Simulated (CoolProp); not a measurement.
Saturated liquid density (kg/m³) of c-C4F8 (RC318): the reference equation beside estimates from Tc = 388.4 K, pc = 27.78 bar, ω = 0.355.

Computed with CoolProp (reference Helmholtz-energy equation of state, Platzer 1990). This equation is an older, rougher fit; its heat capacities, sound speeds and derivatives of the liquid may be far off and weren't checked against measurements.

| T (K) | reference | van der Waals | Soave-Redlich-Kwong |
|---|---|---|---|
| 304.3 | 1473 | 904.0 | 1371 |
| 309.8 | 1450 | 889.2 | 1344 |
| 315.3 | 1426 | 873.9 | 1316 |
| 320.8 | 1401 | 857.9 | 1287 |
| 326.3 | 1374 | 841.2 | 1255 |
| 331.9 | 1347 | 823.4 | 1222 |
| 337.4 | 1318 | 805.0 | 1187 |
| 342.9 | 1287 | 785.5 | 1149 |
| 348.4 | 1255 | 764.8 | 1109 |
| 353.9 | 1220 | 742.6 | 1066 |
| 359.4 | 1181 | 718.6 | 1018 |
| 364.9 | 1138 | 692.2 | 966.0 |

Absolute difference from the reference over all 12 rows, mean and median: van der Waals 38.9 and 38.9 %, Soave-Redlich-Kwong 10.2 and 9.6 %.
